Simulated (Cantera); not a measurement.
Feed: 1 mol Si, a varied amount of Cl2, 90 mol N2, equilibrated at 410 Pa.

Equilibrium computed with Cantera from the NASA thermochemical tables; the gas is ideal and each condensed phase is pure. Candidate condensed phases: Si, Si3N4; 13 gas species. N2 is the only nitrogen source here; it is nearly inert below about 1500 K, so the nitride shown seldom forms there in practice. The tables' values for SiCl3 are old estimates. Kinetics and transport are ignored.

Stable condensed phases, one row left out:

```
T in °C \ n(Cl2) in mol
         0.51 0.63  0.8    1  1.2  1.6    2  2.5  3.1
   1175     A    A    A    A    B    B    B    B    B
   1150     A    A    A    A    B    B    B    B    B
   1125     A    A    A    A    B    B    B    B    B
   1075     A    A    A    A    A    B    B    B    B
   1050     A    A    A    A    A    B    B    B    B
   1025     A    A    A    A    A    A    B    B    B
   1000     A    A    A    A    A    A    B    B    B
    975     A    A    A    A    A    A    B    B    B
```

A: Si3N4; B: gas only.

Give the row for 1100 °C.

0.51: Si3N4; 0.63: Si3N4; 0.8: Si3N4; 1: Si3N4; 1.2: Si3N4; 1.6: gas only; 2: gas only; 2.5: gas only; 3.1: gas only.
